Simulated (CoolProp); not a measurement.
Model: reference Helmholtz-energy equation of state, Akasaka 2015, in CoolProp.

For R245fa, give the phase and the Z, speed of sound (m/s) at 435.4 K and 9130 kPa; 435.4 K and 22800 kPa; 435.4 K and 31900 kPa.


- 435.4 K and 9130 kPa: supercritical; Z 0.366, speed of sound 267
- 435.4 K and 22800 kPa: supercritical; Z 0.786, speed of sound 443
- 435.4 K and 31900 kPa: supercritical; Z 1.05, speed of sound 516
